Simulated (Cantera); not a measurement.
**Adiabatic ignition**

An adiabatic, constant-volume homogeneous reactor starts with CH3OH : O2 : N2 = 1 : 0.625 : 2.35 (molar parts), equivalence ratio 2.4, at 1775 K and 11.0 bar.

Model: GRI-Mech 3.0 (53 species, 325 reactions), integrated in Cantera. GRI-Mech 3.0 was tuned for natural gas; its chemistry of methanol as a main component is partial and can be far from experiment. Above 3000 K some thermodynamic fits are extrapolated.

```
t (s)     T (K)  P (bar)   x CH3OH      x O2    x C2H4      x NO   x CH2CO   x CO   x CO2
--------  -----  -------  --------  --------  --------  --------  --------  -----  ------
3.00e-6    2933     24.8  1.64e-10  0.000298  2.71e-11   6.00e-5   1.07e-9  0.158  0.0265
1.15e-5    3001     25.3  1.99e-11  0.000122    <1e-12  0.000181  9.40e-12  0.159  0.0264
4.38e-5    2998     25.3  2.00e-11  0.000120    <1e-12  0.000514  9.50e-12  0.159  0.0263
0.000168   2996     25.2  2.02e-11  0.000117    <1e-12  0.000826  9.62e-12  0.159  0.0263
0.000641   2996     25.2  2.02e-11  0.000117    <1e-12  0.000837  9.62e-12  0.159  0.0263
0.00245    2996     25.2  2.02e-11  0.000117    <1e-12  0.000837  9.62e-12  0.159  0.0263
0.00936    2996     25.2  2.02e-11  0.000117    <1e-12  0.000837  9.62e-12  0.159  0.0263
0.0358     2996     25.2  2.02e-11  0.000117    <1e-12  0.000837  9.62e-12  0.159  0.0263
0.137      2996     25.2  2.02e-11  0.000117    <1e-12  0.000837  9.62e-12  0.159  0.0263
0.523      2996     25.2  2.02e-11  0.000117    <1e-12  0.000837  9.62e-12  0.159  0.0263
2.00       2996     25.2  2.02e-11  0.000117    <1e-12  0.000837  9.62e-12  0.159  0.0263
```
x: mole fraction; the columns are a selection and need not sum to one.

```yaml
time_of_steepest_temperature_rise: 2.13 µs
temperature at 2.00 s: 2996 K
equilibrium_temperature: 2996 K
x(CH3OH) at 2.00 s: 2.02e-11 (gas-phase equilibrium 2.09e-11)
x(O2) at 2.00 s: 0.000117 (gas-phase equilibrium 0.000117)
x(C2H4) at 2.00 s: <1e-12 (gas-phase equilibrium <1e-12)
```
